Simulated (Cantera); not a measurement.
Feed: 1 mol BN, 0.32 mol H₂O, 5.5 mol H₂, at 902 °C and 26000 Pa.

Cantera equilibrium calculation (NASA polynomials, part measured and part estimated; ideal gas, pure solids and liquids). Candidate condensed phases: B, BN, B₂O₃, B₃O₃H₃, H₂O; 39 gas species. Mutual solubility and eutectic melting of coexisting phases are not modelled. Gases not in the tables: H₃BO₃. The numbers say what is thermodynamically allowed, not how fast it happens.

Q: What is the equilibrium state?

A: 
| Quantity | Result |
|---|---|
| x(H₂) | 0.981 |
| x(N₂) | 0.0175 |
| x(H₂O) | 0.00147 |
| x(HBO₂) | 4.34e-5 |
| x(NH₃) | 7.20e-6 |
| x(HBO) | 1.20e-6 |
| n(BN(s)) | 0.793 mol |
| n(B₂O₃(l)) | 0.104 mol |
| gas amount | 5.924 mol |
| log10 activity of B(s) (absent) | -5.37 |
| log10 activity of B₃O₃H₃(s) (absent) | -12.28 |
